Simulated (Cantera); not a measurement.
A closed system holds: 1 mol SiHCl3, 23 mol H2.

Points: T (K) = 873, 948, 1023, 1098, 1173, 1248, 1323, 1398, 1473, 1548, 1623, 1698; P (Pa) = 100, 300, 880, 2600, 7700, 23000, 68000, 200000.

Cantera's Mixture.equilibrate('TP', solver="vcs", rtol=1e-11, max_steps=5000) on the NASA tables stopped like this:

```
ERROR: FAILURE its = 5001!

*******************************************************************************
CanteraError thrown by MultiPhase::equilibrate:
VCS solver failed. Return code: -1
*******************************************************************************
```

### Question
What got this run through?

### Answer
This is not unique; one that fits is The failure is numerical, not chemical. The same input converged with solver="gibbs", rtol=1e-10, max_steps=50000, and the result passed a check of the equilibrium conditions:
```
    873        100  Si(cr)
    948        100  Si(cr)
   1023        100  Si(cr)
   1098        100  Si(cr)
   1173        100  Si(cr)
   1248        100  Si(cr)
   1323        100  Si(cr)
   1398        100  Si(cr)
   1473        100  Si(cr)
   1548        100  Si(cr)
   1623        100  Si(cr)
   1698        100  Si(L)
    873        300  Si(cr)
    948        300  Si(cr)
   1023        300  Si(cr)
   1098        300  Si(cr)
   1173        300  Si(cr)
   1248        300  Si(cr)
   1323        300  Si(cr)
   1398        300  Si(cr)
   1473        300  Si(cr)
   1548        300  Si(cr)
   1623        300  Si(cr)
   1698        300  Si(L)
    873        880  Si(cr)
    948        880  Si(cr)
   1023        880  Si(cr)
   1098        880  Si(cr)
   1173        880  Si(cr)
   1248        880  Si(cr)
   1323        880  Si(cr)
   1398        880  Si(cr)
   1473        880  Si(cr)
   1548        880  Si(cr)
   1623        880  Si(cr)
   1698        880  Si(L)
    873       2600  Si(cr)
    948       2600  Si(cr)
   1023       2600  Si(cr)
   1098       2600  Si(cr)
   1173       2600  Si(cr)
   1248       2600  Si(cr)
   1323       2600  Si(cr)
   1398       2600  Si(cr)
   1473       2600  Si(cr)
   1548       2600  Si(cr)
   1623       2600  Si(cr)
   1698       2600  Si(L)
    873       7700  Si(cr)
    948       7700  Si(cr)
   1023       7700  Si(cr)
   1098       7700  Si(cr)
   1173       7700  Si(cr)
   1248       7700  Si(cr)
   1323       7700  Si(cr)
   1398       7700  Si(cr)
   1473       7700  Si(cr)
   1548       7700  Si(cr)
   1623       7700  Si(cr)
   1698       7700  Si(L)
    873    2.3e+04  Si(cr)
    948    2.3e+04  Si(cr)
   1023    2.3e+04  Si(cr)
   1098    2.3e+04  Si(cr)
   1173    2.3e+04  Si(cr)
   1248    2.3e+04  Si(cr)
   1323    2.3e+04  Si(cr)
   1398    2.3e+04  Si(cr)
   1473    2.3e+04  Si(cr)
   1548    2.3e+04  Si(cr)
   1623    2.3e+04  Si(cr)
   1698    2.3e+04  Si(L)
    873    6.8e+04  Si(cr)
    948    6.8e+04  Si(cr)
   1023    6.8e+04  Si(cr)
   1098    6.8e+04  Si(cr)
   1173    6.8e+04  Si(cr)
   1248    6.8e+04  Si(cr)
   1323    6.8e+04  Si(cr)
   1398    6.8e+04  Si(cr)
   1473    6.8e+04  Si(cr)
   1548    6.8e+04  Si(cr)
   1623    6.8e+04  Si(cr)
   1698    6.8e+04  Si(L)
    873      2e+05  Si(cr)
    948      2e+05  Si(cr)
   1023      2e+05  Si(cr)
   1098      2e+05  Si(cr)
   1173      2e+05  Si(cr)
   1248      2e+05  Si(cr)
   1323      2e+05  Si(cr)
   1398      2e+05  Si(cr)
   1473      2e+05  Si(cr)
   1548      2e+05  Si(cr)
   1623      2e+05  Si(cr)
   1698      2e+05  Si(L)
```

The gas is ideal and each condensed phase is pure. The tables' values for SiCl3 are old estimates.
